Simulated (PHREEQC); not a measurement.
**Spent oxide etchant (model solution)**

Solution (60 °C): 0.017 mol/kgw HF, 0.0017 mol/kgw H2SiF6, 0.041 mol/kgw H3BO3 and 0.22 mol/kgw H2SO4. Closed to the air; pH follows from the charge balance.

All values are PHREEQC results (ion-association model, phreeqc.dat), not measurements.

Each row changes one thing in this solution. Precipitation was switched off in this run.

```
case                            pH  ionic strength (mol/kgw)  HSO4- (mol/kgw)  H3BO3 (mol/kgw)  SO4-2 (mol/kgw)  HF (mol/kgw)  SI of SiO2(a) (SiO2)
----------------------------  ----  ------------------------  ---------------  ---------------  ---------------  ------------  --------------------
as made                       0.73                     0.253            0.206           0.0363           0.0141       0.00885                 -0.29
diluted 100-fold with water   2.48                       [?]         0.000829         0.000410          0.00137      0.000245                 -2.31
diluted 5-fold with water     1.36                    0.0586           0.0369          0.00795          0.00714       0.00449                 -1.01
temperature from 60 to 25 °C  0.70                     0.283            0.192           0.0355           0.0283       0.00443                   [?]
0.0094 mol/kgw Na2CO3 added   0.76                       [?]            0.204              [?]           0.0152       0.00869                 -0.29
```

### Question
Some entries are withheld; supply them.

### Answer

- diluted 100-fold with water, ionic strength (mol/kgw): 0.00497
- temperature from 60 to 25 °C, SI of SiO2(a) (SiO2): -0.08
- 0.0094 mol/kgw Na2CO3 added, ionic strength (mol/kgw): 0.255
- 0.0094 mol/kgw Na2CO3 added, H3BO3 (mol/kgw): 0.0362

Some of these states are supersaturated (in Quartz (slow to form), Chalcedony (slow to form), for instance). At this temperature some constants are extrapolated from 25 °C, and those without enthalpy data are left unchanged. SiF6-2 is the database's only silicon fluoride. Real BF4- forms and hydrolyses slowly; the run takes it at equilibrium.
